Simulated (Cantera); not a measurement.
Source: NASA polynomial tables (part measured, part estimated), evaluated in Cantera. Values are per mole of reaction as written; species without (g) are pure solids or liquids, kept so even where they would boil at 1 bar.

4 CuF2 + O2(g) = 2 Cu2O + 4 F2(g)

```
T (K)  ΔH° (kJ)  ΔS° (J/K)  ΔG° (kJ)  log10 K
-----  --------  ---------  --------  -------
473      1805.3      457.8    1588.8  -175.45
623      1795.2      439.3    1521.5  -127.57
773      1783.6      422.7    1456.9   -98.45
923         ___        ___       ___      ___
1073        ___        ___       ___      ___
```

Q: Fill in the missing entries.

A: 
- 923, ΔH° (kJ): 1771.2
- 923, ΔS° (J/K): 408.0
- 923, ΔG° (kJ): 1394.6
- 923, log10 K: -78.92
- 1073, ΔH° (kJ): 1758.4
- 1073, ΔS° (J/K): 395.2
- 1073, ΔG° (kJ): 1334.4
- 1073, log10 K: -64.96
